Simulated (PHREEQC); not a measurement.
Consider water at 20 °C with 110 mmol/kgw BaBr2. Closed to the air; pH follows from the charge balance.

Computed with PHREEQC (ion-association model, wateq4f.dat).

This is a speciation only: nothing precipitates in the calculation.

Problem. What activity of water does the model give?

Solution. activity of water 0.994.
